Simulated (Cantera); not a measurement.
A perfectly stirred reactor is fed with H2 : O2 = 0.017 : 1 (molar parts), at 20.0 Torr; it is held at 1348 K, and followed from long to short residence time.

Computed with Cantera and GRI-Mech 3.0 (53 species, 325 reactions). Radical loss at walls, strong at low pressure, is not modelled.

One state of this run: x H2 = 6.08e-5; x O2 = 0.979; x H2O = 0.0162; x H = 0.000102; x O = 0.00335. x: mole fraction; the columns are a selection and need not sum to one.

Problem. Which value of τ (s) does it belong to?
A) 0.0057
B) 0.084
C) 0.022
D) 0.32

Solution. D, 0.32
